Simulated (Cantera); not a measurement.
A freely propagating, adiabatic, planar premixed flame of H2 : O2 : N2 = 1 : 0.725 : 2.72 (molar parts), equivalence ratio 0.69, unburnt at 575 K and 4.93 atm; mixture-averaged transport, grid criteria slope 0.08 and curve 0.16, no radiation.

Model: the H2/O2 subset of GRI-Mech 3.0, which has no nitrogen chemistry, integrated in Cantera. The hydrogen kinetics of GRI-Mech 3.0 are dated; newer H2 mechanisms differ, most at raised pressure. Burning velocities carry a grid error of a few per cent, more on coarse grids. Lean hydrogen flames are cellular in practice and burn faster than this planar one.

Question: Predict: laminar burning velocity; thermal thickness; peak x(HO2); peak x(O); peak x(OH).

Answer: 
```
Item                          Value
------------------------  ---------
laminar burning velocity   331 cm/s
thermal thickness         0.0583 mm
peak x(HO2)                0.000858
peak x(O)                   0.00673
peak x(OH)                   0.0121
```
